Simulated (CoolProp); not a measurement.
A closed Brayton cycle with carbon dioxide: compressor inlet 310.15 K and 9.4 MPa, high pressure 18.9 MPa, turbine inlet 950 K, compressor efficiency 0.85, turbine efficiency 0.93, recuperator effectiveness 0.8 (on enthalpy, no pinch check). Each further row changes one setting.

Values from CoolProp's reference Helmholtz-energy equation of state, Span 1996.

```tsv
case	thermal efficiency (%)	net work (kJ/kg)	compressor to turbine work	compressor exit (K)	turbine exit (K)
as stated	?	96.9	0.14	330.6	854.4
turbine inlet 900 K	27.1	90.6	0.15	330.6	807.8
compressor inlet 320.15 K	27.8	87.4	?	365.0	854.4
high pressure 16.1 MPa	?	76.5	0.13	?	?
recuperator effectiveness 0.5	17.7	96.9	0.14	330.6	854.4
```

Task: Some entries are withheld; supply them.

Result: 
- as stated, thermal efficiency (%): 27.6
- compressor inlet 320.15 K, compressor to turbine work: 0.23
- high pressure 16.1 MPa, thermal efficiency (%): 23.7
- high pressure 16.1 MPa, compressor exit (K): 325.5
- high pressure 16.1 MPa, turbine exit (K): 875.9
